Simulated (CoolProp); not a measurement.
Saturation properties of neopentane.

Computed with CoolProp (reference Helmholtz-energy equation of state, Lemmon 2006). It is a short technical equation, of lower accuracy than the large ones.

```csv
T (°C),p (kPa),enthalpy of vaporisation (kJ/kg),liquid cp (kJ/(kg K))
31.65,211.0,297.9,2.350
33.55,223.4,296.2,___
35.35,235.7,294.7,2.373
37.15,___,293.1,2.384
39.05,262.6,291.4,2.396
40.85,276.5,289.8,2.408
42.75,291.7,288.1,2.420
44.55,___,286.5,2.432
46.45,323.3,284.7,___
48.25,339.5,283.0,___
50.15,357.2,281.2,___
51.95,374.7,279.5,2.482
53.75,392.8,___,2.494
55.65,412.6,275.9,___
57.45,432.0,274.1,2.520
```

Problem. What belongs in the gaps?

Solution. 
- 33.55, liquid cp (kJ/(kg K)): 2.362
- 37.15, p (kPa): 248.5
- 44.55, p (kPa): 306.8
- 46.45, liquid cp (kJ/(kg K)): 2.444
- 48.25, liquid cp (kJ/(kg K)): 2.456
- 50.15, liquid cp (kJ/(kg K)): 2.469
- 53.75, enthalpy of vaporisation (kJ/kg): 277.7
- 55.65, liquid cp (kJ/(kg K)): 2.507

It boils at 9.5 °C under 1 atm.
